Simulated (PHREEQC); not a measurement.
Dissolve 0.2 mol CdSO4 per kg of water at 70 °C. Closed to the air; pH follows from the charge balance.

The numbers come from PHREEQC with the ion-association model, phreeqc.dat.

Precipitation was switched off in this run.

Q: What pH does the model give?

A: pH 5.41.

Q: In which forms is S present?

A: CdSO4 41 %, Cd(SO4)2-2 33 %, SO4-2 26 % of the S.

Away from 25 °C the constants follow the database's enthalpies or fits; those with neither stay at their 25 °C values.
